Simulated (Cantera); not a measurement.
Input: 1 mol HMDSO, 4.2 mol H2O, equilibrated at 1523.15 K and 0.0133 bar.

These are equilibrium values from Cantera (NASA tables, ideal gas, pure condensed phases), not measurements of a reactor. Candidate condensed phases: C, C6H6, C7H8, C8H18, H2O, Si, SiC, SiO2; 123 gas species. The feed counts by its element totals alone. Mutual solubility and eutectic melting of coexisting phases are not modelled. The tables hold silica as quartz up to 1696 K and as liquid above; real silica turns to tridymite and cristobalite and melts near 1996 K. Rates play no part.

Base state: H2 0.739, CO 0.250, SiO 0.0112, H 0.000172, H2O 1.64e-5 (mole fractions); condensed: SiC(s) + SiO2(β-quartz).

**Question.** What changes in the equilibrium state with this change: H2O from 4.2 to 0.89 mol?

**Answer.** 
| species | before | after |
|---|---|---|
| H2 | 0.739 | 0.839 |
| CO | 0.250 | 0.160 |
| SiO | 0.0112 | 0.000345 |
| H2O | 1.64e-5 | 2.61e-6 |
| CH4 | 3.67e-6 | 2.16e-5 |
| H | 0.000172 | 0.000184 |
| SiC(s), mol | 1.53 | 2.00 |
| SiO2(β-quartz), mol | 0.266 | 0 |
| C(graphite), mol | 0 | 2.12 |

**Question.** What changes in the equilibrium state with this change: HMDSO replaced by SiH4?

**Answer.** 
| species | before | after |
|---|---|---|
| H2 | 0.739 | 0.645 |
| H2O | 1.64e-5 | 0.355 |
| H | 0.000172 | 0.000161 |
| CO | 0.250 | 0 |
| SiO | 0.0112 | 4.52e-7 |
| SiC(s), mol | 1.53 | 0 |
| SiO2(β-quartz), mol | 0.266 | 1.000 |
